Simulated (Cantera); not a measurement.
Cantera with NASA thermochemical tables; ideal gases at 1 bar, condensed phases pure. Values are per mole of reaction as written; species without (g) are pure solids or liquids, kept so even where they would boil at 1 bar.

2 H2(g) + 2 NiS + CS2(g) = 2 NiS2 + CH4(g)

```tsv
T (K)	ΔH° (kJ)	ΔS° (J/K)	ΔG° (kJ)	log10 K	condensed phases
1050	-300.6	-313.6	28.7	-1.43	NiS(s), NiS2(s)
1250	-361.0	-361.9	91.4	-3.82	NiS(l), NiS2(s)
1450	…	…	…	…	NiS(l), NiS2(l)
1650	…	…	…	…	NiS(l), NiS2(l)
1850	-233.6	-262.0	251.1	-7.09	NiS(l), NiS2(l)
2050	-234.1	-262.2	303.5	-7.73	NiS(l), NiS2(l)
2250	…	…	…	…	NiS(l), NiS2(l)
2450	-234.3	-262.3	408.4	-8.71	NiS(l), NiS2(l)
2650	…	…	…	…	NiS(l), NiS2(l)
```

Question: What belongs in the gaps?

Answer: 
- 1450, ΔH° (kJ): -231.3
- 1450, ΔS° (J/K): -260.5
- 1450, ΔG° (kJ): 146.5
- 1450, log10 K: -5.28
- 1650, ΔH° (kJ): -232.7
- 1650, ΔS° (J/K): -261.5
- 1650, ΔG° (kJ): 198.7
- 1650, log10 K: -6.29
- 2250, ΔH° (kJ): -234.3
- 2250, ΔS° (J/K): -262.3
- 2250, ΔG° (kJ): 355.9
- 2250, log10 K: -8.26
- 2650, ΔH° (kJ): -234.1
- 2650, ΔS° (J/K): -262.2
- 2650, ΔG° (kJ): 460.9
- 2650, log10 K: -9.08
